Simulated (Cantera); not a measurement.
Charge: 1 mol Si2Cl6, 77 mol N2, 0.43 mol H2, equilibrated at 1500 K and 0.170 bar.

Equilibrium computed with Cantera from the NASA thermochemical tables; the gas is ideal and each condensed phase is pure. The feed counts by its element totals alone. The tables' values for SiCl3 are old estimates; treat these amounts as uncertain. The numbers say what is thermodynamically allowed, not how fast it happens.

```
species          before     after
-------------  --------  --------
N2                0.969     0.977
HCl              0.0104    0.0104
SiCl4           0.00979   0.00609
SiCl2           0.00640   0.00386
SiHCl3          2.30e-5   1.40e-5
SiCl3           0.00444   0.00272
H2             0.000235  0.000231
Cl              2.33e-5   2.36e-5
Si3N4(s), mol     0.121         0
```
Gas species are given as mole fractions.

**Question.** Which change was made?
(A) pressure from 0.170 bar to 13.3 mbar
(B) pressure from 0.170 bar to 15.0 mbar
(C) temperature from 1500 K to 1950 K
(D) Si2Cl6 replaced by SiCl4

**Answer.** D, Si2Cl6 replaced by SiCl4
